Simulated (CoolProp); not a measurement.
Saturated liquid density (kg/m³) of n-perfluorohexane: the reference equation beside estimates from Tc = 174.9 °C, pc = 1742 kPa, ω = 0.497.

Model: reference Helmholtz-energy equation of state, Gao 2022, in CoolProp.

```json
[
 {"T (°C)": "80.35", "reference": "1500", "Soave-Redlich-Kwong": "1279", "Peng-Robinson": "1450"},
 {"T (°C)": "92.55", "reference": "1455", "Soave-Redlich-Kwong": "1229", "Peng-Robinson": "1395"},
 {"T (°C)": "104.85", "reference": "1406", "Soave-Redlich-Kwong": "1174", "Peng-Robinson": "1332"},
 {"T (°C)": "117.05", "reference": "1352", "Soave-Redlich-Kwong": "1111", "Peng-Robinson": "1261"},
 {"T (°C)": "129.25", "reference": "1290", "Soave-Redlich-Kwong": "1040", "Peng-Robinson": "1179"},
 {"T (°C)": "141.45", "reference": "1216", "Soave-Redlich-Kwong": "957.2", "Peng-Robinson": "1083"},
 {"T (°C)": "153.75", "reference": "1121", "Soave-Redlich-Kwong": "854.6", "Peng-Robinson": "962.5"},
 {"T (°C)": "165.95", "reference": "979.7", "Soave-Redlich-Kwong": "715.8", "Peng-Robinson": "798.4"}
]
```

Absolute difference from the reference over all 8 rows, mean and median: Soave-Redlich-Kwong 19.5 and 18.6 %, Peng-Robinson 9.0 and 7.7 %.
